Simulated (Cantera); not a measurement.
An isothermal, constant-pressure homogeneous reactor starts with 42.9 % CH4, 57.1 % N2, at 1750 K and 13300 Pa.

Cantera simulation using GRI-Mech 3.0 (53 species, 325 reactions); the numbers are that mechanism's predictions, not measurements. GRI-Mech 3.0 stops at C3 and has no aromatics, soot or wall deposition, so with more carbon than oxygen in the feed, carbon stays in small species such as C2H2 where larger ones or solid carbon would form.

x: mole fraction; the columns are a selection and need not sum to one.

```csv
t (s),x CH4,x CH3,x H2,x CH2,x C2H2
3.00e-6,0.429,1.18e-5,5.37e-6,2.04e-11,<1e-12
1.60e-5,0.428,6.74e-5,3.32e-5,6.12e-10,4.21e-12
8.57e-5,0.428,0.000362,0.000186,(withheld),6.48e-9
0.000458,0.425,0.00177,0.00161,(withheld),7.30e-6
0.00245,0.368,0.00487,0.0501,(withheld),0.00571
0.0131,0.167,0.00229,0.270,(withheld),0.0861
0.0700,0.0421,0.000683,0.405,(withheld),0.134
0.374,0.00666,0.000126,0.442,(withheld),0.147
2.00,0.00157,3.03e-5,0.448,(withheld),0.149
```

Problem. Fill in the missing entries.

Solution. 
- 8.57e-5, x CH2: 1.63e-8
- 0.000458, x CH2: 3.48e-7
- 0.00245, x CH2: 2.48e-6
- 0.0131, x CH2: 1.30e-6
- 0.0700, x CH2: 5.26e-7
- 0.374, x CH2: 1.24e-7
- 2.00, x CH2: 3.13e-8
